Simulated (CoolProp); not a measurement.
Properties of CHF3 (R23) along the isotherm 169.7 K (Tc = 299.3 K, pc = 4832 kPa, ω = 0.263).

Computed with CoolProp (reference Helmholtz-energy equation of state, Penoncello 2003).

```csv
p (kPa),phase,cv (kJ/(kg K)),Joule-Thomson coefficient (K/MPa),isothermal compressibility (1/MPa),Prandtl number
805,liquid,0.7160,-0.3264,0.001242,3.47
1610,liquid,0.7162,-0.3278,0.001230,3.48
2420,liquid,0.7165,-0.3292,0.001217,3.49
3220,liquid,0.7167,-0.3306,0.001205,3.50
4030,liquid,0.7169,-0.3319,0.001193,3.51
4830,liquid,0.7172,-0.3332,0.001181,3.53
5640,liquid,0.7174,-0.3345,0.001170,3.54
6440,liquid,0.7177,-0.3357,0.001159,3.55
7250,liquid,0.7180,-0.3370,0.001148,3.56
```

Viscosity comes from a separate model (Shan 2000). Thermal conductivity comes from a separate model (Shan 2000).
